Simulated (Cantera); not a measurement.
Input: 1 mol SiO2, 77 mol HCl, equilibrated at 1448.15 K.

Cantera equilibrium calculation (NASA polynomials, part measured and part estimated; ideal gas, pure solids and liquids). Candidate condensed phases: H2O, Si, SiO2; 30 gas species. The tables hold silica as quartz up to 1696 K and as liquid above; real silica turns to tridymite and cristobalite and melts near 1996 K. Kinetics and transport are ignored.

Q: At 77.0 mbar, list the 6 most abundant gas species with their mole fractions, and the condensed phases.

A: HCl 0.998, Cl 0.00110, H2 0.000605, H2O 0.000421, SiCl4 0.000209, Cl2 5.62e-5. Condensed: SiO2(β-quartz).
